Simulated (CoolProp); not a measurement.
The numbers come from the reference Helmholtz-energy equation of state, Gao 2022 in CoolProp.

Q: Give the vapour pressure (MPa), liquid density (kg/m³), vapour density (kg/m³), liquid cp (kJ/(kg K)) of saturated n-perfluorobutane at 237.5, 273.1, 362.3 K.

A: 
```json
[
 {"T (K)": "237.5", "p (MPa)": "0.0206", "liquid density (kg/m³)": "1710", "vapour density (kg/m³)": "2.52", "liquid cp (kJ/(kg K))": "1.06"},
 {"T (K)": "273.1", "p (MPa)": "0.110", "liquid density (kg/m³)": "1590", "vapour density (kg/m³)": "12.1", "liquid cp (kJ/(kg K))": "1.11"},
 {"T (K)": "362.3", "p (MPa)": "1.41", "liquid density (kg/m³)": "1160", "vapour density (kg/m³)": "173", "liquid cp (kJ/(kg K))": "1.43"}
]
```
